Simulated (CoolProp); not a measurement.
Sulfur hexafluoride along the isotherm 352.2 K: fugacity coefficient from the reference equation and from simpler models built on Tc = 318.7 K, pc = 3.755 MPa, ω = 0.210; each cubic takes its own stable root.

Model: reference Helmholtz-energy equation of state, Guder 2009, in CoolProp.

```json
[
 {"p (MPa)": "2.68", "phase": "gas", "reference": "0.8350", "van der Waals": "0.8363", "Redlich-Kwong": "0.8257", "Peng-Robinson": "0.8144"},
 {"p (MPa)": "5.36", "phase": "supercritical", "reference": "0.6790", "van der Waals": "0.6681", "Redlich-Kwong": "0.6625", "Peng-Robinson": "0.6519"},
 {"p (MPa)": "8.05", "phase": "supercritical", "reference": "0.5459", "van der Waals": "0.5350", "Redlich-Kwong": "0.5315", "Peng-Robinson": "0.5256"},
 {"p (MPa)": "10.7", "phase": "supercritical", "reference": "0.4659", "van der Waals": "0.4670", "Redlich-Kwong": "0.4567", "Peng-Robinson": "0.4498"},
 {"p (MPa)": "13.4", "phase": "supercritical", "reference": "0.4170", "van der Waals": "0.4286", "Redlich-Kwong": "0.4110", "Peng-Robinson": "0.4023"},
 {"p (MPa)": "16.1", "phase": "supercritical", "reference": "0.3862", "van der Waals": "0.4072", "Redlich-Kwong": "0.3822", "Peng-Robinson": "0.3713"},
 {"p (MPa)": "18.8", "phase": "supercritical", "reference": "0.3663", "van der Waals": "0.3960", "Redlich-Kwong": "0.3635", "Peng-Robinson": "0.3505"},
 {"p (MPa)": "21.5", "phase": "supercritical", "reference": "0.3535", "van der Waals": "0.3918", "Redlich-Kwong": "0.3515", "Peng-Robinson": "0.3364"},
 {"p (MPa)": "24.1", "phase": "supercritical", "reference": "0.3460", "van der Waals": "0.3925", "Redlich-Kwong": "0.3443", "Peng-Robinson": "0.3271"},
 {"p (MPa)": "26.8", "phase": "supercritical", "reference": "0.3418", "van der Waals": "0.3972", "Redlich-Kwong": "0.3404", "Peng-Robinson": "0.3208"},
 {"p (MPa)": "29.5", "phase": "supercritical", "reference": "0.3405", "van der Waals": "0.4052", "Redlich-Kwong": "0.3391", "Peng-Robinson": "0.3172"},
 {"p (MPa)": "32.2", "phase": "supercritical", "reference": "0.3415", "van der Waals": "0.4161", "Redlich-Kwong": "0.3400", "Peng-Robinson": "0.3156"},
 {"p (MPa)": "34.9", "phase": "supercritical", "reference": "0.3445", "van der Waals": "0.4296", "Redlich-Kwong": "0.3427", "Peng-Robinson": "0.3157"},
 {"p (MPa)": "37.5", "phase": "supercritical", "reference": "0.3489", "van der Waals": "0.4450", "Redlich-Kwong": "0.3469", "Peng-Robinson": "0.3172"}
]
```
